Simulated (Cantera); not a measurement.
A freely propagating, adiabatic, planar premixed flame of 11.7 % CH4, 16.7 % O2, 71.6 % N2, equivalence ratio 1.4, unburnt at 425 K and 760 Torr; multicomponent+Soret transport, grid criteria slope 0.08 and curve 0.16, no radiation.

Detailed kinetics in Cantera: GRI-Mech 3.0 (53 species, 325 reactions). Burning velocities carry a grid error of a few per cent, more on coarse grids.

x: mole fraction of selected species; z is measured from the peak of heat release.

| z (mm) | T (K) | u (m/s) | x CH4 | x O2 | x OH | x CO | x CO2 | x C2H |
|---|---|---|---|---|---|---|---|---|
| -3.09 | 426 | 0.198 | 0.116 | 0.166 | <1e-8 | 2.29e-5 | 1.89e-6 | <1e-8 |
| -2.06 | 432 | 0.201 | 0.115 | 0.166 | <1e-8 | 0.000161 | 1.75e-5 | <1e-8 |
| -1.55 | 455 | 0.213 | 0.112 | 0.164 | <1e-8 | 0.000747 | 0.000110 | <1e-8 |
| -1.03 | 582 | 0.275 | 0.101 | 0.154 | ___ | 0.00472 | 0.00105 | <1e-8 |
| -0.515 | 1035 | 0.499 | 0.0676 | 0.111 | ___ | 0.0237 | 0.00728 | <1e-8 |
| -0.258 | 1398 | 0.683 | 0.0382 | 0.0690 | ___ | 0.0429 | 0.0147 | <1e-8 |
| 0 | 1731 | 0.856 | 0.0111 | 0.0259 | ___ | 0.0625 | 0.0246 | 2.30e-7 |
| 0.258 | 1880 | 0.933 | 0.00214 | 0.00603 | 0.000482 | 0.0688 | 0.0326 | 5.83e-7 |
| 0.515 | 1922 | 0.953 | 0.000627 | 0.00135 | 0.000481 | 0.0685 | 0.0370 | 3.84e-7 |
| 1.03 | 1942 | 0.962 | 0.000162 | 0.000103 | ___ | 0.0670 | 0.0405 | 1.35e-7 |
| 2.06 | 1950 | 0.965 | 5.08e-5 | 5.57e-6 | ___ | 0.0663 | 0.0420 | 3.50e-8 |
| 4.12 | 1953 | 0.967 | 1.91e-5 | 1.75e-6 | ___ | 0.0664 | 0.0422 | <1e-8 |
| 8.25 | 1955 | 0.967 | 6.53e-6 | 8.48e-7 | ___ | 0.0665 | 0.0422 | <1e-8 |

Task: Fill in the missing entries.

Result: 
- -1.03, x OH: 2.46e-8
- -0.515, x OH: 1.79e-6
- -0.258, x OH: 2.75e-5
- 0, x OH: 0.000231
- 1.03, x OH: 0.000356
- 2.06, x OH: 0.000239
- 4.12, x OH: 0.000165
- 8.25, x OH: 0.000117
